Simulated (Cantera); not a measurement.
Mixture: CO : H₂ : CH₄ : O₂ : N₂ = 1 : 0.68 : 0.28 : 0.933 : 3.51 (molar parts), equivalence ratio 1.5, at 1.10 bar, adiabatic and at constant volume. Ignition delay is the time to a rise of 400 K.

Cantera simulation using GRI-Mech 3.0 (53 species, 325 reactions); the numbers are that mechanism's predictions, not measurements.

**Question.** What does this change do: 0.56 parts H2O added?

**Answer.** 
```json
[
 {"quantity": "delay at 1200 K", "before": "0.252 ms", "after": "0.321 ms"},
 {"quantity": "delay at 1275 K", "before": "0.145 ms", "after": "0.180 ms"},
 {"quantity": "delay at 1350 K", "before": "90.8 µs", "after": "0.110 ms"},
 {"quantity": "delay at 1425 K", "before": "61.1 µs", "after": "72.4 µs"},
 {"quantity": "delay at 1500 K", "before": "43.5 µs", "after": "50.6 µs"},
 {"quantity": "delay at 1575 K", "before": "32.3 µs", "after": "37.0 µs"},
 {"quantity": "apparent activation energy between 1425 and 1575 K", "before": "79 kJ/mol", "after": "83 kJ/mol"}
]
```

**Question.** What does this change do: 0.5 parts CO2 added?

**Answer.** 
| quantity | before | after |
|---|---|---|
| delay at 1200 K | 0.252 ms | 0.294 ms |
| delay at 1275 K | 0.145 ms | 0.167 ms |
| delay at 1350 K | 90.8 µs | 0.104 ms |
| delay at 1425 K | 61.1 µs | 69.3 µs |
| delay at 1500 K | 43.5 µs | 49.0 µs |
| delay at 1575 K | 32.3 µs | 36.2 µs |
| apparent activation energy between 1425 and 1575 K | 79 kJ/mol | 81 kJ/mol |
